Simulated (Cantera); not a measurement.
An adiabatic, constant-pressure homogeneous reactor starts with 10.9 % CH4, 0.872 % H2, 18.5 % O2, 69.7 % N2, equivalence ratio 1.2, at 1575 K and 18.0 bar.

Cantera simulation using GRI-Mech 3.0 (53 species, 325 reactions); the numbers are that mechanism's predictions, not measurements. The pressure lies above the range GRI-Mech 3.0 was tuned for (to about 10 atm). Above 3000 K some thermodynamic fits are extrapolated.

Predict: time of steepest temperature rise; temperature at 0.300 s; equilibrium temperature; x(H2) at 0.300 s; x(O2) at 0.300 s; x(HCO) at 0.300 s; x(H) at 0.300 s.


```json
{
  "time_of_steepest_temperature_rise": "45.8 µs",
  "temperature at 0.300 s": "2989 K",
  "equilibrium_temperature": "2989 K",
  "x(H2) at 0.300 s": "0.0301 (gas-phase equilibrium 0.0301)",
  "x(O2) at 0.300 s": "0.00361 (gas-phase equilibrium 0.00361)",
  "x(HCO) at 0.300 s": "5.06e-7 (gas-phase equilibrium 5.06e-7)",
  "x(H) at 0.300 s": "0.00630 (gas-phase equilibrium 0.00630)"
}
```
